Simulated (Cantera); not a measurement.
A closed system holds: 1 mol SiH2Cl2, 46 mol N2, 3.8 mol H2, 0.1 mol NH3, equilibrated at 0.000140 bar.

Equilibrium computed with Cantera from the NASA thermochemical tables; the gas is ideal and each condensed phase is pure. Candidate condensed phases: NH4Cl, Si, Si3N4; 28 gas species. Rates play no part. All values below are at 850 °C.

Base state: N2 0.884, H2 0.0770, HCl 0.0389, SiCl2 2.84e-5 (mole fractions); condensed: Si3N4(s).

**Question.** What changes in the equilibrium state with this change: SiH2Cl2 replaced by Si2Cl6?

**Answer.** 
```
species         before     after
-------------  -------  --------
N2               0.884     0.868
HCl             0.0389     0.105
H2              0.0770    0.0242
SiCl4          4.24e-6   0.00229
SiCl3          3.11e-6  0.000349
SiCl2          2.84e-5  0.000663
Si3N4(s), mol    0.333     0.610
```
The feed counts by its element totals alone. The tables' values for SiCl3 are old estimates; treat these amounts as uncertain.
